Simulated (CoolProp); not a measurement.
2000 sccm (0 °C, 1 atm) of nitrogen bubbles through liquid ethylbenzene at 358.5 K and leaves saturated at a total pressure of 0.0766 MPa (ideal gas phase). Each further row changes one setting.

Computed with CoolProp (reference Helmholtz-energy equation of state, Zhou 2012).

```csv
case,vapour pressure (kPa),mole fraction of vapour,delivery (mg/min),delivery (sccm),change of delivery for a bath 1 K warmer (%)
as stated,20.5,___,3460,___,5.2
bath temperature 363.5 K,___,___,4470,944,___
total pressure 0.153 MPa,20.5,___,1470,___,4.3
```

Fill in the missing entries.


- as stated, mole fraction of vapour: 0.268
- as stated, delivery (sccm): 731
- bath temperature 363.5 K, vapour pressure (kPa): 24.6
- bath temperature 363.5 K, mole fraction of vapour: 0.321
- bath temperature 363.5 K, change of delivery for a bath 1 K warmer (%): 5.4
- total pressure 0.153 MPa, mole fraction of vapour: 0.134
- total pressure 0.153 MPa, delivery (sccm): 309
